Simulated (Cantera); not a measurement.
Ignition delay

Mixture: 6.56 % CH4, 0.381 % C2H6, 19.6 % O2, 73.5 % N2, at 1.01 bar, adiabatic and at constant pressure. Ignition delay is the time to a rise of 400 K.

Cantera simulation using GRI-Mech 3.0 (53 species, 325 reactions); the numbers are that mechanism's predictions, not measurements.

```json
[
 {"T0 (K)": "1050", "delay (ms)": "70.8"},
 {"T0 (K)": "1150", "delay (ms)": "18.2"},
 {"T0 (K)": "1250", "delay (ms)": "5.30"},
 {"T0 (K)": "1350", "delay (ms)": "1.66"},
 {"T0 (K)": "1450", "delay (ms)": "0.572"},
 {"T0 (K)": "1550", "delay (ms)": "0.225"}
]
```

The apparent activation energy between 1350 and 1550 K is 170 kJ/mol.
